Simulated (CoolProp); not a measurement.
A closed Brayton cycle with nitrogen: compressor inlet 317.15 K and 1.1 MPa, high pressure 3.84 MPa, turbine inlet 920 K, compressor efficiency 0.8, turbine efficiency 0.85, recuperator effectiveness 0.8 (on enthalpy, no pinch check). Each further row changes one setting.

The numbers come from the reference Helmholtz-energy equation of state, Span 2000 in CoolProp.

```csv
case,thermal efficiency (%),net work (kJ/kg),compressor to turbine work,compressor exit (K),turbine exit (K)
as stated,24.1,71.4,0.71,487.1,700.0
turbine inlet 870 K,21.0,57.5,0.76,487.1,660.2
compressor inlet 327.15 K,22.4,65.7,0.74,502.2,700.0
high pressure 3.26 MPa,25.2,70.4,0.68,461.3,725.4
recuperator effectiveness 0.5,19.5,71.4,0.71,487.1,700.0
```
